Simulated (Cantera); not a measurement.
Charge: 1 mol Si, 8.1 mol Cl2, 94 mol N2, at 598.15 K and 0.615 Torr.

Equilibrium computed with Cantera from the NASA thermochemical tables; the gas is ideal and each condensed phase is pure. Candidate condensed phases: Si, Si3N4; 13 gas species. Rates play no part.

Question: What is the equilibrium state?

Answer: x(N2): 0.930
x(Cl2): 0.0603
x(SiCl4): 0.00989
gas amount: 101.1 mol
log10 activity of Si(s) (absent): -47.39
